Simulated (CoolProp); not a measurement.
Vapour-liquid equilibrium of R125 (1) + R236FA (2) at 287.8 K; x and y are mole fractions of (1).

The numbers come from the multi-fluid Helmholtz-energy mixture model, Lemmon 2005 and Pan 2012; pair parameters Bell 2016 in CoolProp.

**Question.** Give the bubble pressure and the first vapour's composition at x = 0.2, 0.5, 0.65. Is there an azeotrope?

**Answer.** x = 0.2: 0.3445 MPa, y = 0.531; x = 0.5: 0.5864 MPa, y = 0.809; x = 0.65: 0.7137 MPa, y = 0.883. No azeotrope shows between x = 0.05 and 0.95.

Pair parameters are fitted to limited data, so mixtures are less certain than the pure fluids.
